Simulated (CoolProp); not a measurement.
Values from CoolProp's reference Helmholtz-energy equation of state, Eisenbach 2021.

Q: Give the vapour pressure (MPa), liquid density (kg/m³), vapour density (kg/m³), enthalpy of vaporisation (kJ/kg) of saturated propylene glycol at 499.2, 527.2, 545.9 K.

A: 
```tsv
T (K)	p (MPa)	liquid density (kg/m³)	vapour density (kg/m³)	enthalpy of vaporisation (kJ/kg)
499.2	0.293	852	5.62	657
527.2	0.571	818	10.7	621
545.9	0.853	794	15.8	594
```
